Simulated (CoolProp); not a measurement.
Model: reference Helmholtz-energy equation of state, Thol 2018, in CoolProp.

Q: For hydrogen chloride, give the phase and the cp (kJ/(kg K)), expansivity (1/kK) at 66.05 °C and 6690 kPa.

A: 
- 66.05 °C and 6690 kPa: gas; cp 1.85, expansivity 9.53
